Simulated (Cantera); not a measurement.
## Diamond growth

A diamond (100) surface in a fixed gas of H2 with x(CH4) = 0.012, x(CH3) = 0.00019, at 1323 K, 128 Torr; coverages are run to steady state.

Computed with Cantera and the Harris–Goodwin 1993 mechanism for the reconstructed diamond (100) surface.

| x(H) | growth (µm/h) | θ c6HH | θ c6H* | θ c6*H | θ c6** | θ c6HM |
|---|---|---|---|---|---|---|
| 0.0001 | 0.258 | 0.671 | 0.0286 | 0.294 | 0.00378 | 0.000361 |
| 0.0002 | 0.774 | 0.568 | 0.0372 | 0.383 | 0.00864 | 0.000500 |
| 0.00039 | 1.74 | 0.489 | 0.0436 | 0.448 | 0.0161 | 0.000635 |
| 0.00078 | 3.26 | 0.433 | 0.0476 | 0.490 | 0.0257 | 0.000762 |
| 0.0015 | 5.15 | 0.402 | 0.0497 | 0.511 | 0.0345 | 0.000849 |
| 0.003 | 7.78 | 0.382 | 0.0509 | 0.522 | 0.0418 | 0.000889 |
| 0.006 | 11.5 | 0.372 | 0.0515 | 0.528 | 0.0466 | 0.000862 |
| 0.012 | 16.9 | 0.367 | 0.0520 | 0.530 | 0.0494 | 0.000765 |
| 0.024 | 23.9 | 0.364 | 0.0525 | 0.531 | 0.0510 | 0.000610 |
θ: site fractions in the mechanism's names (c6HH fully hydrogenated, c6H* and c6*H radical sites, c6** diradical, c6HM methylated).
